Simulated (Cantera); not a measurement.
Input (Python, Cantera):

```python
import numpy as np
import cantera as ct

gas = ct.Solution("gri30.yaml")


def delay(T, t_max=10):
    gas.TPX = T, 550000, {'CH4': 1, 'O2': 2.5, 'N2': 9.4}
    reactor = ct.IdealGasReactor(gas, clone=False)
    net = ct.ReactorNet([reactor])
    net.rtol, net.atol = 1e-8, 1e-16
    while net.time < t_max:
        t_old, T_old = net.time, reactor.T
        net.step()
        if reactor.T > T + 400:  # ignition: a rise of 400 K
            return t_old + (T + 400 - T_old) / (reactor.T - T_old) * (net.time - t_old)
    return np.nan


taus = []
for T in [1250, 1300, 1350, 1400, 1450, 1500, 1550, 1600, 1650, 1700]:
    taus.append(delay(T))
    print(f"T0 = {T:6g} K   tau = {taus[-1]:.4e} s")
```

Output:

```
T0 =   1250 K   tau = 4.1276e-03 s
T0 =   1300 K   tau = 2.2630e-03 s
T0 =   1350 K   tau = 1.2756e-03 s
T0 =   1400 K   tau = 7.3823e-04 s
T0 =   1450 K   tau = 4.3823e-04 s
T0 =   1500 K   tau = 2.6677e-04 s
T0 =   1550 K   tau = 1.6659e-04 s
T0 =   1600 K   tau = 1.0679e-04 s
T0 =   1650 K   tau = 7.0309e-05 s
T0 =   1700 K   tau = 4.7540e-05 s
```

Detailed kinetics in Cantera: GRI-Mech 3.0 (53 species, 325 reactions).
